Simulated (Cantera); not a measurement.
## Adiabatic ignition

An adiabatic, constant-volume homogeneous reactor starts with CH4 : O2 : N2 : CO2 = 1 : 1.54 : 5.78 : 0.25 (molar parts), at 1625 K and 9.00 bar.

Model: GRI-Mech 3.0 (53 species, 325 reactions), integrated in Cantera. Above 3000 K some thermodynamic fits are extrapolated.

```json
[
 {"t (s)": "1.00e-6", "T (K)": "1625", "P (bar)": "9.00", "x CH4": "0.117", "x O2": "0.180", "x CO2": "0.0292", "x HCO": "1.17e-11", "x NO": "<1e-12", "x HCN": "<1e-12", "x O": "2.79e-8"},
 {"t (s)": "5.24e-6", "T (K)": "1625", "P (bar)": "9.00", "x CH4": "0.117", "x O2": "0.180", "x CO2": "0.0292", "x HCO": "7.82e-10", "x NO": "<1e-12", "x HCN": "<1e-12", "x O": "1.07e-7"},
 {"t (s)": "2.75e-5", "T (K)": "1631", "P (bar)": "9.03", "x CH4": "0.115", "x O2": "0.179", "x CO2": "0.0292", "x HCO": "9.07e-8", "x NO": "7.38e-12", "x HCN": "<1e-12", "x O": "6.51e-7"},
 {"t (s)": "0.000144", "T (K)": "3118", "P (bar)": "18.6", "x CH4": "3.69e-12", "x O2": "0.00477", "x CO2": "0.0502", "x HCO": "1.08e-6", "x NO": "0.00691", "x HCN": "1.05e-7", "x O": "0.00269"},
 {"t (s)": "0.000756", "T (K)": "3116", "P (bar)": "18.6", "x CH4": "3.73e-12", "x O2": "0.00470", "x CO2": "0.0501", "x HCO": "1.08e-6", "x NO": "0.00729", "x HCN": "1.10e-7", "x O": "0.00266"},
 {"t (s)": "0.00397", "T (K)": "3116", "P (bar)": "18.6", "x CH4": "3.73e-12", "x O2": "0.00470", "x CO2": "0.0501", "x HCO": "1.08e-6", "x NO": "0.00729", "x HCN": "1.10e-7", "x O": "0.00266"},
 {"t (s)": "0.0208", "T (K)": "3116", "P (bar)": "18.6", "x CH4": "3.73e-12", "x O2": "0.00470", "x CO2": "0.0501", "x HCO": "1.08e-6", "x NO": "0.00729", "x HCN": "1.10e-7", "x O": "0.00266"},
 {"t (s)": "0.109", "T (K)": "3116", "P (bar)": "18.6", "x CH4": "3.73e-12", "x O2": "0.00470", "x CO2": "0.0501", "x HCO": "1.08e-6", "x NO": "0.00729", "x HCN": "1.10e-7", "x O": "0.00266"},
 {"t (s)": "0.572", "T (K)": "3116", "P (bar)": "18.6", "x CH4": "3.73e-12", "x O2": "0.00470", "x CO2": "0.0501", "x HCO": "1.08e-6", "x NO": "0.00729", "x HCN": "1.10e-7", "x O": "0.00266"},
 {"t (s)": "3.00", "T (K)": "3116", "P (bar)": "18.6", "x CH4": "3.73e-12", "x O2": "0.00470", "x CO2": "0.0501", "x HCO": "1.08e-6", "x NO": "0.00729", "x HCN": "1.10e-7", "x O": "0.00266"}
]
```
x: mole fraction; the columns are a selection and need not sum to one.

- time of steepest temperature rise: 71.3 µs
- temperature at 3.00 s: 3116 K
- equilibrium temperature: 3116 K
- x(CH4) at 3.00 s: 3.73e-12 (gas-phase equilibrium 4.46e-12)
- x(O2) at 3.00 s: 0.00470 (gas-phase equilibrium 0.00470)
- x(CO2) at 3.00 s: 0.0501 (gas-phase equilibrium 0.0501)
